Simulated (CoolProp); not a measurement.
Values from CoolProp's reference Helmholtz-energy equation of state, Lemmon 2013.

For propylene, give the phase and the cp (kJ/(kg K)), cv (kJ/(kg K)), speed of sound (m/s), expansivity (1/kK) at 7.55 °C and 55.8 bar; 56.65 °C and 55.8 bar; 154.75 °C and 55.8 bar.


- 7.55 °C and 55.8 bar: liquid; cp 2.42, cv 1.49, speed of sound 891, expansivity 2.59
- 56.65 °C and 55.8 bar: liquid; cp 2.90, cv 1.65, speed of sound 577, expansivity 4.48
- 154.75 °C and 55.8 bar: supercritical; cp 2.71, cv 1.92, speed of sound 245, expansivity 6.57
